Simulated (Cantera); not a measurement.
A freely propagating, adiabatic, planar premixed flame of H2 : O2 : N2 = 1 : 0.602 : 2.27 (molar parts), equivalence ratio 0.83, unburnt at 500 K and 0.840 bar; mixture-averaged transport, grid criteria slope 0.08 and curve 0.16, no radiation.

Detailed kinetics in Cantera: the H2/O2 subset of GRI-Mech 3.0, which has no nitrogen chemistry. Burning velocities carry a grid error of a few per cent, more on coarse grids.

How do the results move with these cheaper or finer settings: unity-Lewis-number transport; multicomponent transport; multicomponent+Soret transport; grid criteria slope 0.5, curve 1; grid criteria slope 0.25, curve 0.5; grid criteria slope 0.03, curve 0.06?


```json
[
 {"setting": "as above", "laminar burning velocity": "446 cm/s", "thermal thickness": "0.532 mm", "peak x(HO2)": "0.000331", "peak x(OH)": "0.0164", "grid points": "127"},
 {"setting": "unity-Lewis-number transport", "laminar burning velocity": "316 cm/s", "thermal thickness": "0.400 mm", "peak x(HO2)": "0.000248", "peak x(OH)": "0.0167", "grid points": "108"},
 {"setting": "multicomponent transport", "laminar burning velocity": "438 cm/s", "thermal thickness": "0.528 mm", "peak x(HO2)": "0.000332", "peak x(OH)": "0.0164", "grid points": "127"},
 {"setting": "multicomponent+Soret transport", "laminar burning velocity": "409 cm/s", "thermal thickness": "0.519 mm", "peak x(HO2)": "0.000331", "peak x(OH)": "0.0162", "grid points": "127"},
 {"setting": "grid criteria slope 0.5, curve 1", "laminar burning velocity": "528 cm/s", "thermal thickness": "0.655 mm", "peak x(HO2)": "0.000297", "peak x(OH)": "0.0165", "grid points": "38"},
 {"setting": "grid criteria slope 0.25, curve 0.5", "laminar burning velocity": "471 cm/s", "thermal thickness": "0.574 mm", "peak x(HO2)": "0.000324", "peak x(OH)": "0.0163", "grid points": "57"},
 {"setting": "grid criteria slope 0.03, curve 0.06", "laminar burning velocity": "440 cm/s", "thermal thickness": "0.523 mm", "peak x(HO2)": "0.000332", "peak x(OH)": "0.0164", "grid points": "266"}
]
```
The base run took very roughly 1.0 core-seconds.
Unity Lewis numbers drop preferential diffusion, which matters most where H2 and H carry the flame; Soret adds thermal diffusion.
